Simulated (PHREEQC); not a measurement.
Consider water at 25 °C with 0.02 mol HBr, 0.004 mol NiCl2 and 0.03 mol MnSO4 per kg of water. Closed to the air; pH follows from the charge balance.

Equilibrium calculation in PHREEQC: ion-association model, wateq4f.dat.

No solid was allowed to form.

What pH does the model give?

pH 1.97.

In which forms is Ni present?

Ni+2 71 %, NiSO4 26 %, NiBr+ 1.7 %, NiCl+ 0.5 % of the Ni.
